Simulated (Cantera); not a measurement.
Input: 1 mol SiCl₄, 0.085 mol Cl₂, 23 mol H₂, at 310 Pa.

Equilibrium computed with Cantera from the NASA thermochemical tables; the gas is ideal and each condensed phase is pure. Candidate condensed phases: Si; 19 gas species. The tables' values for SiCl₃, SiCl are old estimates; treat these amounts as uncertain. Rates play no part.

x: gas mole fraction; n: condensed amount in mol.

```tsv
T (K)	x H₂	x HCl	x SiCl₂	x SiCl₄	x SiHCl₃	n Si(s)
975	0.932	0.0294	0.00150	0.0299	?	0.0760
1025	0.921	0.0429	0.00356	0.0252	?	0.133
1075	0.908	0.0584	0.00734	0.0192	?	0.183
1125	0.894	0.0739	0.0129	0.0126	?	0.214
1175	0.882	0.0864	0.0193	0.00675	?	0.221
1225	0.874	0.0940	0.0247	0.00300	?	0.211
1275	0.870	0.0974	0.0282	0.00119	?	0.196
1325	0.869	0.0983	0.0305	0.000459	?	0.180
1375	0.869	0.0981	0.0319	0.000182	?	0.164
1425	0.869	0.0974	0.0330	7.55e-5	?	0.149
1475	0.869	0.0966	0.0338	3.30e-5	?	0.135
1525	0.869	0.0957	0.0345	1.52e-5	?	0.122
```

Task: Some entries are withheld; supply them.

Result: 
- 975, x SiHCl₃: 0.00541
- 1025, x SiHCl₃: 0.00466
- 1075, x SiHCl₃: 0.00372
- 1125, x SiHCl₃: 0.00265
- 1175, x SiHCl₃: 0.00163
- 1225, x SiHCl₃: 0.000870
- 1275, x SiHCl₃: 0.000429
- 1325, x SiHCl₃: 0.000208
- 1375, x SiHCl₃: 0.000103
- 1425, x SiHCl₃: 5.27e-5
- 1475, x SiHCl₃: 2.81e-5
- 1525, x SiHCl₃: 1.56e-5
